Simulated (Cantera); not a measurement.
Input (Python, Cantera):

```python
import numpy as np
import cantera as ct

gas = ct.Solution("gri30.yaml")
gas.TPX = 1625, 90, {'C2H4': 8.7, 'H2': 97}
reactor = ct.IdealGasConstPressureReactor(gas, energy="off", clone=False)
net = ct.ReactorNet([reactor])
net.rtol, net.atol = 1e-08, 1e-18
show = ['C2H4', 'H2', 'H', 'C2H6', 'CH3', 'CH4', 'C2H']
times = np.geomspace(2e-05, 5, 9)

steps = ct.SolutionArray(gas, extra=["t"])
rows = []
print(f"{'t/s':>10s}{'T/K':>9s}{'P/Pa':>11s}" + "".join(f"{s:>11s}" for s in show))
for t in times:
    while net.time < t:
        t_next = net.step()
        steps.append(gas.state, t=t_next)
    rows.append([np.interp(t, steps.t, y) for y in (steps.T, steps.P, *steps(*show).X.T)])
    print(f"{t:10.3e}{rows[-1][0]:9.1f}{rows[-1][1]:11.4g}" + "".join(f"{x:11.3e}" for x in rows[-1][2:]))
rate = np.gradient(steps.T, steps.t)
print("integrator steps:", len(steps.t))
if steps.T.max() > steps.T[0] + 200:
    print(f"time of steepest temperature rise: {steps.t[rate.argmax()]:.4e} s")
gas.TPX = 1625, 90, {'C2H4': 8.7, 'H2': 97}
gas.equilibrate("TP")
print(f"equilibrium (TP): T = {gas.T:.1f} K  " + "  ".join(f"{s} {gas[s].X[0]:.3e}" for s in show))
```

It prints:

```
       t/s      T/K       P/Pa       C2H4         H2          H       C2H6        CH3        CH4        C2H
 2.000e-05   1625.0         90  8.231e-02  9.177e-01  8.983e-10  3.108e-13  5.137e-16  8.745e-17  1.055e-17
 9.457e-05   1625.0         90  8.230e-02  9.177e-01  4.747e-09  6.415e-12  2.995e-14  2.881e-15  1.732e-16
 4.472e-04   1625.0         90  8.227e-02  9.177e-01  2.667e-08  1.057e-10  1.944e-12  3.226e-13  3.987e-15
 2.115e-03   1625.0         90  8.213e-02  9.177e-01  1.361e-07  9.151e-10  5.846e-11  4.856e-11  9.385e-14
 1.000e-02   1625.0         90  8.147e-02  9.178e-01  6.567e-07  4.053e-09  4.237e-10  2.287e-09  2.129e-12
 4.729e-02   1625.0         90  7.837e-02  9.180e-01  3.137e-06  9.111e-09  1.128e-09  3.882e-08  4.767e-11
 2.236e-01   1625.0         90  6.447e-02  9.190e-01  1.406e-05  1.075e-08  1.950e-09  3.544e-07  9.672e-10
 1.057e+00   1625.0         90  2.189e-02  9.222e-01  4.066e-05  5.813e-09  3.225e-09  2.080e-06  9.437e-09
 5.000e+00   1625.0         90  1.523e-05  9.237e-01  2.431e-04  1.138e-11  1.833e-08  3.428e-06  7.671e-08
integrator steps: 498
equilibrium (TP): T = 1625.0 K  C2H4 5.603e-06  H2 9.217e-01  H 2.274e-03  C2H6 1.668e-11  CH3 2.686e-06  CH4 5.364e-05  C2H 7.183e-07
```

Computed with Cantera and GRI-Mech 3.0 (53 species, 325 reactions). GRI-Mech 3.0 was tuned for natural gas; its chemistry of ethylene as a main component is partial and can be far from experiment. GRI-Mech 3.0 stops at C3 and has no aromatics, soot or wall deposition, so with more carbon than oxygen in the feed, carbon stays in small species such as C2H2 where larger ones or solid carbon would form. Radical loss at walls, strong at low pressure, is not modelled.
